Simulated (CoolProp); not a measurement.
R125 along the isotherm 36.75 °C: Z from the reference equation and from simpler models built on Tc = 66.0 °C, pc = 3.618 MPa, ω = 0.305; each cubic takes its own stable root.

Computed with CoolProp (reference Helmholtz-energy equation of state, Lemmon 2005).

```csv
p (MPa),phase,reference,Redlich-Kwong,Peng-Robinson
3.62,liquid,0.1467,0.1779,0.1501
7.24,liquid,0.2809,0.3244,0.2798
10.9,liquid,0.4105,0.4619,0.4024
14.5,liquid,0.5337,0.5909,0.5176
18.1,liquid,0.6538,0.7154,0.6292
21.7,liquid,0.7715,0.8366,0.7380
25.3,liquid,0.8869,0.9551,0.8445
28.9,liquid,1.001,1.072,0.9493
32.6,liquid,1.116,1.189,1.055
36.2,liquid,1.226,1.302,1.157
```
